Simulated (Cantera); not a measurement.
## Mg(OH)₂ + CO₂ (calcination and drying)

A closed system holds: 1 mol Mg(OH)₂, 5.4 mol CO₂, at 188 Torr.

Equilibrium computed with Cantera from the NASA thermochemical tables; the gas is ideal and each condensed phase is pure. Candidate condensed phases: C, C₆H₆, C₇H₈, C₈H₁₈, H₂O, Mg, MgCO₃, MgO, Mg(OH)₂; 116 gas species. The numbers say what is thermodynamically allowed, not how fast it happens.

```tsv
T (K)	x CO₂	x H₂O	x CO	x O₂	x OH	x H₂	x O	n MgO(s)
1525	0.843	0.156	0.000649	0.000338	3.43e-5	4.46e-5	2.08e-7	1.00
1600	0.842	0.156	0.00130	0.000670	7.43e-5	8.00e-5	7.51e-7	1.000
1675	0.840	0.156	0.00243	0.00125	0.000150	0.000136	2.41e-6	1.000
1750	0.837	0.156	0.00432	0.00220	0.000285	0.000221	7.01e-6	1.000
1825	0.833	0.155	0.00729	0.00368	0.000513	0.000346	1.87e-5	1.000
1900	0.827	0.154	0.0118	0.00592	0.000880	0.000522	4.59e-5	1.000
1975	0.817	0.153	0.0183	0.00914	0.00145	0.000764	0.000105	1.000
2050	0.804	0.152	0.0274	0.0136	0.00228	0.00108	0.000227	1.000
2125	0.786	0.149	0.0397	0.0196	0.00348	0.00150	0.000462	1.000
2200	0.762	0.147	0.0556	0.0272	0.00512	0.00203	0.000893	1.000
```
x: gas mole fraction; n: condensed amount in mol.

From 1525 K to 2200 K the condensed part is MgO(s). The main Mg-bearing gas is Mg(OH)₂ throughout.
